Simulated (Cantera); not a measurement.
# Transport properties of process gases

Gas mixture: C₂H₆ = 0.76 (molar parts), at 0.898 atm, frozen composition.

Cantera's kinetic-theory transport with the Lennard-Jones parameters of GRI-Mech 3.0, ideal gas; thermal conductivity in the multicomponent form. The composition is frozen, though it would react at the higher temperatures.

| T (K) | ρ (kg/m³) | cp (J/kg/K) | μ (µPa s) | λ (mW/m/K) | Pr | D (cm²/s) H₂ | D (cm²/s) CO₂ | D (cm²/s) H₂O |
|---|---|---|---|---|---|---|---|---|
| 400 | 0.823 | 2167 | 12.3 | 35.5 | 0.752 | 1.05 | 0.207 | 0.295 |
| 550 | 0.598 | 2784 | 16.2 | 60.1 | 0.753 | 1.81 | 0.374 | 0.548 |
| 700 | 0.470 | 3308 | 19.7 | 86.6 | 0.753 | 2.72 | 0.577 | 0.865 |
| 850 | 0.387 | 3717 | 22.9 | 113 | 0.752 | 3.76 | 0.813 | 1.24 |
| 1000 | 0.329 | 4080 | 25.7 | 140 | 0.751 | 4.94 | 1.08 | 1.66 |
| 1150 | 0.286 | 4365 | 28.4 | 165 | 0.750 | 6.23 | 1.37 | 2.13 |
| 1300 | 0.253 | 4601 | 31.0 | 190 | 0.749 | 7.64 | 1.69 | 2.64 |
| 1450 | 0.227 | 4796 | 33.4 | 214 | 0.748 | 9.16 | 2.04 | 3.19 |
| 1600 | 0.206 | 4957 | 35.7 | 237 | 0.747 | 10.8 | 2.40 | 3.78 |
D: mixture-averaged diffusion coefficient of that species in the mixture.
